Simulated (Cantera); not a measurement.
Equilibrium for tantalum, niobium, vanadium and zirconium in process gases: V + H2O

Feed: 1 mol V, 0.015 mol H2O, equilibrated at 75.0 Torr.

These are equilibrium values from Cantera (NASA tables, ideal gas, pure condensed phases), not measurements of a reactor. Candidate condensed phases: H2O, V, VO, V2O3, V2O4, V2O5; 12 gas species. Each liquid is taken as pure. Mutual solubility and eutectic melting of coexisting phases are not modelled. VO: taken at fixed stoichiometry. Condensed phases not in the tables: N, O or C dissolved in the metal. The numbers say what is thermodynamically allowed, not how fast it happens.

```tsv
T (K)	log p H2	log p H	log p V	log p H2O	n V(s)	n VO(s)	n VO(l)	n V(l)
1698	-1.00	-4.34	-7.99	-5.22	0.985	0.0150	0	0
1773	-1.00	-4.05	-7.33	-5.01	0.985	0.0150	0	0
1848	-1.00	-3.78	-6.72	-4.82	0.985	0.0150	0	0
1923	-1.00	-3.53	-6.16	-4.64	0.985	0.0150	0	0
1998	-1.00	-3.30	-5.65	-4.48	0.985	0.0150	0	0
2073	-1.00	-3.08	-5.18	-4.34	0.985	0	0.0150	0
2148	-1.01	-2.88	-4.73	-4.25	0.985	0	0.0150	0
2223	-1.01	-2.70	-4.33	-4.16	0	0	0.0150	0.985
2298	-1.01	-2.53	-3.97	-4.07	0	0	0.0150	0.985
```
log p: log10 of the partial pressure in bar; n: condensed amount in mol.

From 1698 K to 1998 K the condensed part is V(s) + VO(s). From 2073 K to 2148 K the condensed part is V(s) + VO(l). From 2223 K to 2298 K the condensed part is V(l) + VO(l). The main V-bearing gas is V throughout.
